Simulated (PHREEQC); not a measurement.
Solution (25 °C): 0.013 mol/kgw ZnCl2, 0.014 mol/kgw H3BO3 and 0.027 mol/kgw FeSO4. Closed to the air; pH follows from the charge balance.

Equilibrium calculation in PHREEQC: ion-association model, wateq4f.dat.

Precipitation was switched off in this run.

Question: Order these S species by the share of S that they hold, largest first: ZnSO4, FeSO4, SO4-2, Zn(SO4)2-2.

Answer: SO4-2 (54 %), FeSO4 (27 %), ZnSO4 (15 %), Zn(SO4)2-2 (3.7 %)

Question: Order these Zn species by the share of Zn that they hold, largest first: Zn+2, ZnCl+, ZnSO4, Zn(SO4)2-2.

Answer: Zn+2 (63 %), ZnSO4 (32 %), Zn(SO4)2-2 (3.8 %), ZnCl+ (1.7 %)

The pH is 5.49 and the ionic strength 0.0981 mol/kgw. Species that the database lacks are ignored.
